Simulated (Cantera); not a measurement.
An isothermal, constant-pressure homogeneous reactor starts with C2H6 : N2 = 1 : 1.9 (molar parts), at 1600 K and 1.50 bar. Integrator tolerance rtol = 1e-08.

Computed with Cantera and GRI-Mech 3.0 (53 species, 325 reactions). GRI-Mech 3.0 stops at C3 and has no aromatics, soot or wall deposition, so with more carbon than oxygen in the feed, carbon stays in small species such as C2H2 where larger ones or solid carbon would form.

```
quantity                                            before                                      after
-----------------  ---------------------------------------  -----------------------------------------
x(C2H6) at 30.0 s  2.43e-5 (gas-phase equilibrium 1.80e-5)    8.31e-5 (gas-phase equilibrium 7.67e-5)
x(C2H4) at 30.0 s   0.0108 (gas-phase equilibrium 0.00782)      0.0246 (gas-phase equilibrium 0.0225)
x(CH4) at 30.0 s     0.0420 (gas-phase equilibrium 0.0366)      0.0950 (gas-phase equilibrium 0.0916)
x(C2H) at 30.0 s   4.60e-8 (gas-phase equilibrium 3.23e-8)    5.72e-8 (gas-phase equilibrium 5.18e-8)
x(H) at 30.0 s     2.67e-5 (gas-phase equilibrium 2.70e-5)    3.26e-5 (gas-phase equilibrium 3.28e-5)
x(H2) at 30.0 s        0.356 (gas-phase equilibrium 0.364)        0.533 (gas-phase equilibrium 0.537)
x(CH3) at 30.0 s   6.39e-5 (gas-phase equilibrium 5.50e-5)  0.000118 (gas-phase equilibrium 0.000113)
```

Q: Which change was made?
A. pressure from 1.50 bar to 0.0267 bar
B. temperature 1600 to 1573 K
C. temperature 1600 to 1400 K
D. C2H6 1 to 9.7 parts

A: D, C2H6 1 to 9.7 parts
